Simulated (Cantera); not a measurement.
Input: 1 mol SiCl4, 2.1 mol Cl2, 1 mol H2, at 1148.15 K and 1.00 bar.

These are equilibrium values from Cantera (NASA tables, ideal gas, pure condensed phases), not measurements of a reactor. Candidate condensed phases: Si; 19 gas species. Kinetics and transport are ignored.

Base state: HCl 0.487, Cl2 0.267, SiCl4 0.244, Cl 0.00139 (mole fractions); condensed: gas only.

Q: What changes in the equilibrium state with this change: pressure from 1.00 bar to 0.280 bar?

A: 
```json
[
 {"species": "HCl", "before": "0.487", "after": "0.487"},
 {"species": "Cl2", "before": "0.267", "after": "0.267"},
 {"species": "SiCl4", "before": "0.244", "after": "0.244"},
 {"species": "Cl", "before": "0.00139", "after": "0.00262"}
]
```

Q: What changes in the equilibrium state with this change: H2 from 1 to 1.8 mol?

A: 
| species | before | after |
|---|---|---|
| HCl | 0.487 | 0.734 |
| SiCl4 | 0.244 | 0.204 |
| Cl2 | 0.267 | 0.0609 |
| Cl | 0.00139 | 0.000662 |
